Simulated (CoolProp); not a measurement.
Saturation properties of tetrahydrofuran (Tc = 540.2 K, pc = 5.304 MPa, ω = 0.234).

Model: reference Helmholtz-energy equation of state, Fiedler 2023, in CoolProp.

```
T (K)  p (MPa)  vapour density (kg/m³)
-----  -------  ----------------------
304.1  0.02792                  0.8047
314.2  0.04195                   1.175
324.3  0.06117                   1.668
334.4  0.08686                   2.311
344.5   0.1204                   3.132
354.6   0.1634                   4.163
364.7   0.2174                   5.440
374.8   0.2843                   7.000
384.9   0.3658                   8.887
395     0.4640                   11.15
405.1   0.5809                   13.84
```

It boils at 339.1 K under 1 atm.
